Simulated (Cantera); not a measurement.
## Abatement and gas-phase synthesis: SO2 + H2O + O2

A closed system holds: 1 mol SO2, 0.16 mol H2O, 6.1 mol O2, equilibrated at 10.0 Torr.

Equilibrium computed with Cantera from the NASA thermochemical tables; the gas is ideal and each condensed phase is pure. Candidate condensed phases: H2O, H2SO4, S; 19 gas species. Equilibrium is a limit: real reactors are often held back by kinetics, nucleation or transport.

```csv
T (K),x O2,x O,x SO2,x SO,x H2O,x OH,x H
1848,0.838,0.00150,0.137,4.35e-5,0.0211,0.00175,1.87e-5
1948,0.836,0.00352,0.137,0.000119,0.0204,0.00296,5.98e-5
2048,0.831,0.00757,0.137,0.000295,0.0194,0.00471,0.000169
2148,0.823,0.0151,0.136,0.000670,0.0179,0.00704,0.000427
2248,0.809,0.0284,0.134,0.00141,0.0160,0.00992,0.000975
2348,0.788,0.0502,0.131,0.00278,0.0134,0.0131,0.00202
2448,0.755,0.0839,0.125,0.00512,0.0105,0.0161,0.00378
2548,0.708,0.133,0.118,0.00886,0.00740,0.0182,0.00639
2648,0.645,0.201,0.106,0.0144,0.00460,0.0187,0.00971
2748,0.565,0.287,0.0914,0.0217,0.00248,0.0174,0.0132
2848,0.472,0.389,0.0733,0.0302,0.00116,0.0146,0.0164
```
x: gas mole fraction; nothing condenses.

From 1848 K to 2848 K nothing is condensed.
